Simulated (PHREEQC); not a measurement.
A solution holds 0.026 mol NaHSO4, 0.17 mol NaF and 0.17 mol KCl per kg of water, at 25 °C. Closed to the air; pH follows from the charge balance.

Computed with PHREEQC (ion-association model, phreeqc.dat).

Question: The ionic strength comes out as 0.369 mol/kgw. What activity coefficients do NaSO4-, Cl-, KSO4-, SO4-2, K+ get?

Answer: NaSO4- 0.71, Cl- 0.67, KSO4- 0.71, SO4-2 0.23, K+ 0.67.

No solid was allowed to form.
